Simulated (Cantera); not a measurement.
An adiabatic, constant-pressure homogeneous reactor starts with 3.98 % CH4, 2.51 % CO, 17.4 % O2, 65.3 % N2, 10.8 % H2O, equivalence ratio 0.53, at 1498 K and 7.90 atm.

Detailed kinetics in Cantera: GRI-Mech 3.0 (53 species, 325 reactions).

Problem. Predict: time of steepest temperature rise; temperature at 10.0 s; equilibrium temperature; x(CO) at 10.0 s; x(O2) at 10.0 s; x(HO2) at 10.0 s; x(H2O2) at 10.0 s.

Solution. 
```json
{
  "time_of_steepest_temperature_rise": "0.209 ms",
  "temperature at 10.0 s": "2402 K",
  "equilibrium_temperature": "2402 K",
  "x(CO) at 10.0 s": "0.00176 (gas-phase equilibrium 0.00176)",
  "x(O2) at 10.0 s": "0.0766 (gas-phase equilibrium 0.0766)",
  "x(HO2) at 10.0 s": "1.18e-5 (gas-phase equilibrium 1.18e-5)",
  "x(H2O2) at 10.0 s": "8.18e-7 (gas-phase equilibrium 8.18e-7)"
}
```
